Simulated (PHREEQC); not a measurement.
Dissolve 61 mmol/kgw NaHS, 0.16 mmol/kgw NaOH and 0.037 mmol/kgw MnCl2 at 75 °C. It is in equilibrium with CO2 at log p = 0 (atm). Otherwise closed; pH follows from the charge balance.

Equilibrium calculation in PHREEQC: ion-association model, wateq4f.dat.

No solid was allowed to form.

Question: Predict the pH, ionic strength.

Answer: pH 6.53; ionic strength 0.0606 mol/kgw.

Question: In which forms is C present?

Answer: HCO3- 66 %, CO2 32 %, NaHCO3 1.4 % of the C.

Saturation is exceeded, for instance for Rhodochrosite; the values hold only as long as no solid forms. Away from 25 °C the constants follow the database's enthalpies or fits; those with neither stay at their 25 °C values. The polysulfide entries of wateq4f.dat were taken out for this run.
